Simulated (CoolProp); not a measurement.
The fluid at 206.84 K and 0.749 MPa is throttled through a valve to 0.307 MPa with no heat exchange. The same conditions are run with several fluids, on thermodynamics alone (safety and materials aside).

Computed with CoolProp (reference Helmholtz-energy equation of state of each fluid (normal hydrogen: Leachman 2009; CF4 (R14): Platzer 1990; nitrogen: Span 2000; dry air: Lemmon 2000; carbon monoxide: Lemmon 2006)). The equations of Platzer and Polt are older, rougher fits. Blends and air are pseudo-pure fits.

| fluid | temperature change (K) | final density (kg/m³) |
|---|---|---|
| normal hydrogen | +0.0 | … |
| CF4 (R14) | … | 16.9 |
| nitrogen | -1.9 | … |
| dry air | -2.0 | … |
| carbon monoxide | -2.2 | 5.09 |

Task: Some entries are withheld; supply them.

Result: 
- normal hydrogen, final density (kg/m³): 0.359
- CF4 (R14), temperature change (K): -6.3
- nitrogen, final density (kg/m³): 5.08
- dry air, final density (kg/m³): 5.26
